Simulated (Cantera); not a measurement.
An isothermal, constant-pressure homogeneous reactor starts with 1.48 % CH4, 98.5 % H2, at 2575 K and 14000 Pa.

Detailed kinetics in Cantera: GRI-Mech 3.0 (53 species, 325 reactions). GRI-Mech 3.0 stops at C3 and has no aromatics, soot or wall deposition, so with more carbon than oxygen in the feed, carbon stays in small species such as C2H2 where larger ones or solid carbon would form.

x: mole fraction; the columns are a selection and need not sum to one.

```csv
t (s),x CH4,x H2,x CH3,x C2H2,x C2H4
0.000700,0.000829,0.948,0.000683,0.00631,___
0.00157,0.000208,0.940,0.000205,0.00684,___
0.00351,5.59e-5,0.931,6.58e-5,0.00695,___
0.00787,1.90e-5,0.918,2.72e-5,0.00694,___
0.0176,1.19e-5,0.908,1.96e-5,0.00690,5.14e-7
0.0395,1.08e-5,0.904,1.86e-5,0.00688,4.88e-7
0.0886,1.08e-5,0.904,1.86e-5,0.00688,4.87e-7
0.198,1.08e-5,0.904,1.86e-5,0.00688,4.87e-7
0.445,1.08e-5,0.904,1.86e-5,0.00688,4.87e-7
0.996,1.08e-5,0.904,1.86e-5,0.00688,4.87e-7
2.23,1.08e-5,0.904,1.86e-5,0.00688,4.87e-7
5.00,1.08e-5,0.904,1.86e-5,0.00688,4.87e-7
```

Q: What belongs in the gaps?

A: 
- 0.000700, x C2H4: 2.99e-6
- 0.00157, x C2H4: 1.11e-6
- 0.00351, x C2H4: 7.87e-7
- 0.00787, x C2H4: 6.15e-7
